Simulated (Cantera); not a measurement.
A Cantera script and what it prints.

```python
import numpy as np
import cantera as ct

gas_names = """
    CL CLO CL2 H HCL HOCL HO2 H2 H2O H2O2 O OH O2 O3 Ti TiCL TiCL2 TiCL3 TiCL4 TiO TiOCL TiOCL2 TiO2
""".split()
cond_names = """
    H2O(s) H2O(L) Ti(a) Ti(b) Ti(L) TiCL2(s) TiCL3(s) TiCL4(L) TiO(a) TiO(b) TiO(L) TiO2(ru) TiO2(L)
    Ti2O3(a) Ti2O3(b) Ti2O3(L) Ti3O5(a) Ti3O5(b) Ti3O5(L) Ti4O7(s) Ti4O7(L)
""".split()


# ... load() reads the species with a 1 bar reference pressure and builds the phases ...
atoms = {
    'TiCl4': {'Ti': 1, 'CL': 4},
    'O2': {'O': 2},
    'H2': {'H': 2},
}
top_T = {'TiCL2(s)': 1300, 'TiCL3(s)': 1000}  # K; cautious upper limits of use, not melting points


# ... equilibrate(T, P, feed) seeds the gas with the atoms and calls Mixture.equilibrate('TP', solver="vcs", rtol=1e-11, max_steps=5000) ...
results = []
feed = {'TiCl4': 1, 'O2': 15, 'H2': 81}  # mol
P = 380  # Pa
for T in [1873, 1923, 1973, 2023, 2073, 2123, 2173, 2223]:
    mix = equilibrate(T, P, feed)
    results.append((T, P, feed, dict(zip(mix.species_names, mix.species_moles))))
    x = sorted(zip(gas.X, gas.species_names), reverse=True)
    print(f"T = {T:g} K  P = {P:g} Pa  gas = {mix.phase_moles(0):.4g} mol")
    print("   x: " + "  ".join(f"{s} {v:.3e}" for v, s in x if v > 1e-05))
    print("   condensed (mol): " + ("  ".join(f"{mix.phase(i).name} {mix.phase_moles(i):.4g}"
          for i in range(1, mix.n_phases) if mix.phase_moles(i) > 1e-12) or "none"))
```

It prints:

```
T = 1873 K  P = 380 Pa  gas = 83.38 mol
   x: H2 6.080e-01  H2O 3.355e-01  HCL 4.749e-02  H 8.164e-03  CL 4.830e-04  OH 3.497e-04
   condensed (mol): TiO2(ru) 0.9996
T = 1923 K  P = 380 Pa  gas = 83.55 mol
   x: H2 6.051e-01  H2O 3.345e-01  HCL 4.718e-02  H 1.189e-02  CL 6.972e-04  OH 5.658e-04  TiO2 1.316e-05
   condensed (mol): TiO2(ru) 0.9989
T = 1973 K  P = 380 Pa  gas = 83.79 mol
   x: H2 6.011e-01  H2O 3.332e-01  HCL 4.675e-02  H 1.697e-02  CL 9.864e-04  OH 8.931e-04  TiO2 3.449e-05  O 1.856e-05
   condensed (mol): TiO2(ru) 0.997
T = 2023 K  P = 380 Pa  gas = 84.13 mol
   x: H2 5.958e-01  H2O 3.314e-01  HCL 4.618e-02  H 2.378e-02  OH 1.378e-03  CL 1.369e-03  TiO2 8.608e-05  O 3.996e-05
   condensed (mol): TiO2(ru) 0.9926
T = 2073 K  P = 380 Pa  gas = 84.57 mol
   x: H2 5.859e-01  H2O 3.318e-01  HCL 4.543e-02  H 3.266e-02  OH 2.103e-03  CL 1.869e-03  TiO2 1.853e-04  O 8.413e-05  O2 2.037e-05
   condensed (mol): Ti4O7(L) 0.246
T = 2123 K  P = 380 Pa  gas = 85.17 mol
   x: H2 5.769e-01  H2O 3.282e-01  HCL 4.446e-02  H 4.420e-02  OH 3.110e-03  CL 2.500e-03  TiO2 3.722e-04  O 1.690e-04  O2 4.089e-05  TiO 1.288e-05
   condensed (mol): Ti4O7(L) 0.2418
T = 2173 K  P = 380 Pa  gas = 85.96 mol
   x: H2 5.655e-01  H2O 3.235e-01  H 5.886e-02  HCL 4.324e-02  OH 4.509e-03  CL 3.285e-03  TiO2 7.223e-04  O 3.291e-04  O2 7.962e-05  TiO 2.863e-05
   condensed (mol): Ti4O7(L) 0.2339
T = 2223 K  P = 380 Pa  gas = 87.01 mol
   x: H2 5.512e-01  H2O 3.170e-01  H 7.715e-02  HCL 4.173e-02  OH 6.409e-03  CL 4.240e-03  TiO2 1.357e-03  O 6.221e-04  O2 1.506e-04  TiO 6.122e-05
   condensed (mol): Ti4O7(L) 0.2191
```

Equilibrium computed with Cantera from the NASA thermochemical tables; the gas is ideal and each condensed phase is pure. Condensed phases not in the tables: Magnéli phases beyond Ti4O7.
